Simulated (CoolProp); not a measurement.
Hexamethyldisiloxane (MM) along the isobar 0.101 MPa: density (kg/m³) from the reference equation and from simpler models built on Tc = 245.6 °C, pc = 1.931 MPa, ω = 0.418; each cubic takes its own stable root.

Model: reference Helmholtz-energy equation of state, Thol 2016, in CoolProp.

| T (°C) | phase | reference |
|---|---|---|
| -61.05 | liquid | 847.9 |
| -48.35 | liquid | 835.0 |
| -35.75 | liquid | 822.2 |
| -23.05 | liquid | 809.3 |
| -10.45 | liquid | 796.4 |
| 2.15 | liquid | 783.5 |
| 14.85 | liquid | 770.3 |
| 27.45 | liquid | 757.1 |
| 40.15 | liquid | 743.5 |
| 52.75 | liquid | 729.9 |
| 65.45 | liquid | 715.8 |
| 78.05 | liquid | 701.5 |
| 90.65 | liquid | 686.7 |
| 103.35 | gas | 5.581 |
| 115.95 | gas | 5.358 |
| 128.65 | gas | 5.155 |

Question: How far does each simpler model (van der Waals, Soave-Redlich-Kwong, Peng-Robinson) lie from the reference over these 16 states: mean and median of the absolute difference, and the worst?

Answer: 
- van der Waals: mean 59.0 %, median 40.9 %, worst -99.2 % at 90.65 °C and 0.101 MPa
- Soave-Redlich-Kwong: mean 6.3 %, median 6.9 %, worst -9.8 % at -61.05 °C and 0.101 MPa
- Peng-Robinson: mean 3.3 %, median 3.7 %, worst +5.7 % at 90.65 °C and 0.101 MPa

At some of these states van der Waals gives the other phase, because its saturation line lies elsewhere.
